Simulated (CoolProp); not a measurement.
Properties of ethylene along the isobar 0.997 MPa (Tc = 9.2 °C, pc = 5.042 MPa, ω = 0.087).

Values from CoolProp's reference Helmholtz-energy equation of state, Smukala 2000.

| T (°C) | phase | density (kg/m³) | cv (kJ/(kg K)) | fugacity coefficient |
|---|---|---|---|---|
| -66.45 | liquid | 510.9 | 1.318 | 0.5418 |
| -56.35 | liquid | 492.8 | 1.318 | 0.7539 |
| -46.25 | gas | 17.42 | 1.131 | 0.8712 |
| -36.25 | gas | 16.27 | 1.131 | 0.8872 |
| -26.15 | gas | 15.30 | 1.140 | 0.9007 |
| -16.05 | gas | 14.47 | 1.156 | 0.9122 |
| -5.95 | gas | 13.75 | 1.177 | 0.9219 |
| 4.05 | gas | 13.11 | 1.200 | 0.9302 |
| 14.15 | gas | 12.54 | 1.227 | 0.9375 |
| 24.25 | gas | 12.02 | 1.256 | 0.9438 |
| 34.25 | gas | 11.55 | 1.287 | 0.9493 |
| 44.35 | gas | 11.12 | 1.319 | 0.9542 |
| 54.45 | gas | 10.73 | 1.352 | 0.9586 |
| 64.55 | gas | 10.36 | 1.385 | 0.9624 |
| 74.55 | gas | 10.03 | 1.420 | 0.9658 |
| 84.65 | gas | 9.710 | 1.454 | 0.9689 |
